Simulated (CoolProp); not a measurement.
Methane along the isotherm 361.6 K: density (kg/m³) from the reference equation and from simpler models built on Tc = 190.6 K, pc = 4.599 MPa, ω = 0.011; each cubic takes its own stable root.

Values from CoolProp's reference Helmholtz-energy equation of state, Setzmann 1991.

| p (MPa) | phase | reference |
|---|---|---|
| 3.54 | gas | 19.39 |
| 7.08 | supercritical | 39.61 |
| 10.6 | supercritical | 60.19 |
| 14.2 | supercritical | 81.22 |
| 17.7 | supercritical | 101.1 |
| 21.2 | supercritical | 120.0 |
| 24.8 | supercritical | 138.0 |
| 28.3 | supercritical | 154.1 |
| 31.8 | supercritical | 168.8 |
| 35.4 | supercritical | 182.4 |
| 38.9 | supercritical | 194.4 |
| 42.5 | supercritical | 205.6 |
| 46 | supercritical | 215.6 |

Task: How far does each simpler model (ideal gas, van der Waals, Redlich-Kwong, Soave-Redlich-Kwong, Peng-Robinson) lie from the reference over these 13 states: mean and median of the absolute difference, and the worst?

Result: 
- ideal gas: mean 5.7 %, median 5.8 %, worst +13.9 % at 361.6 K and 46 MPa
- van der Waals: mean 3.4 %, median 3.8 %, worst -6.4 % at 361.6 K and 46 MPa
- Redlich-Kwong: mean 0.2 %, median 0.2 %, worst +0.5 % at 361.6 K and 46 MPa
- Soave-Redlich-Kwong: mean 2.3 %, median 2.6 %, worst -3.2 % at 361.6 K and 28.3 MPa
- Peng-Robinson: mean 2.9 %, median 2.6 %, worst +5.2 % at 361.6 K and 46 MPa
